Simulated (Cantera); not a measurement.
Input: 1 mol Si, 10 mol HCl, a varied amount of H₂, held at 1323 K and 0.000110 bar.

These are equilibrium values from Cantera (NASA tables, ideal gas, pure condensed phases), not measurements of a reactor. Candidate condensed phases: Si; 19 gas species. The tables' values for SiCl₃ are old estimates; treat these amounts as uncertain. Equilibrium is a limit: real reactors are often held back by kinetics, nucleation or transport.

log p: log10 of the partial pressure in bar; nothing condenses.

```tsv
n(H₂) (mol)	log p H₂	log p HCl	log p SiCl₂	log p SiCl₃	log p SiCl₄	log p Cl	log p H
0.69	-4.71	-4.10	-5.10	-5.88	-5.93	-7.62	-8.15
1.2	-4.63	-4.12	-5.10	-5.94	-6.04	-7.68	-8.12
2	-4.54	-4.14	-5.11	-6.03	-6.20	-7.75	-8.07
3.5	-4.42	-4.19	-5.15	-6.17	-6.45	-7.86	-8.01
6.1	?	?	-5.20	-6.36	?	?	-7.95
10	?	?	?	-6.58	?	?	-7.91
18	-4.13	-4.50	-5.42	-6.90	-7.65	-8.32	-7.86
31	-4.07	-4.67	-5.58	-7.26	-8.20	-8.51	-7.83
53	-4.03	-4.86	-5.76	-7.65	-8.79	-8.72	-7.81
92	-4.00	-5.06	-5.97	-8.08	-9.44	-8.94	-7.80
```

### Question
Some entries are withheld; supply them.

### Answer

- 10, log p H₂: -4.22
- 10, log p HCl: -4.36
- 10, log p SiCl₂: -5.29
- 10, log p SiCl₄: -7.13
- 10, log p Cl: -8.13
- 6.1, log p H₂: -4.31
- 6.1, log p HCl: -4.27
- 6.1, log p SiCl₄: -6.77
- 6.1, log p Cl: -7.99
